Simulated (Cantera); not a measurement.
Feed: 1 mol CO, 0.29 mol H₂O, 11 mol N₂, held at 1873.15 K and 13.5 Torr.

Equilibrium computed with Cantera from the NASA thermochemical tables; the gas is ideal and each condensed phase is pure. Candidate condensed phases: C, C₆H₆, C₇H₈, C₈H₁₈, H₂O; 136 gas species. Rates play no part.

Base state: N₂ 0.895, CO 0.0681, CO₂ 0.0132, H₂ 0.0130, H₂O 0.0103, H 0.000548, OH 3.39e-5 (mole fractions); condensed: gas only.

Q: What changes in the equilibrium state with this change: CO replaced by CH₄?

A: 
```
species           before     after
----------------  ------  --------
N₂                 0.895     0.808
H₂                0.0130     0.166
CO                0.0681    0.0213
CO₂               0.0132     <1e-9
H₂O               0.0103   1.28e-8
HCN                <1e-9   0.00316
HNC                <1e-9  0.000141
C₂H₂ (acetylene)   <1e-9   5.18e-5
C(graphite), mol       0     0.664
```
